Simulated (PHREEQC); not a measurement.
Make-up at 25 °C: 0.0084 mol/kgw MgSO4 and 0.3 mol/kgw NH4HCO3. Closed to the air; pH follows from the charge balance.

The numbers come from PHREEQC with the ion-association model, phreeqc.dat.

```csv
quantity,before,after
pH,7.74,7.76
SO4-2 (mol/kgw),0.00450,0.00123
Mg+2 (mol/kgw),0.00362,0.00118
MgSO4 (mol/kgw),0.000275,6.59e-5
MgOH+ (mol/kgw),3.01e-7,1.36e-7
```

Q: Which change was made?
A. temperature from 25 to 15 °C
B. temperature from 25 to 10 °C
C. NH4HCO3 left out
D. diluted 5-fold with water
E. MgSO4 from 0.0084 to 0.0168 mol/kgw

A: D, diluted 5-fold with water

Precipitation was switched off in this run. Carbamate, which ammonia and carbonate form, is missing from the database.
